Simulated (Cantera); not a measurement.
Charge: 1 mol SiCl4, 3.6 mol HCl, 270 mol H2, held at 28000 Pa.

These are equilibrium values from Cantera (NASA tables, ideal gas, pure condensed phases), not measurements of a reactor. Candidate condensed phases: Si; 19 gas species. Kinetics and transport are ignored.

### Question
Which condensed phases are stable at each of these points (T (K)): 1023, 1048, 1073, 1098, 1123, 1148, 1173, 1198?

### Answer
```
T (K)  condensed phases  Si condensed (%)
-----  ----------------  ----------------
1023           gas only               0.0
1048           gas only               0.0
1073           gas only               0.0
1098           gas only               0.0
1123           gas only               0.0
1148           gas only               0.0
1173              Si(s)               9.0
1198              Si(s)              18.6
```

From 1023 K to 1148 K nothing is condensed. From 1173 K to 1198 K the condensed part is Si(s).
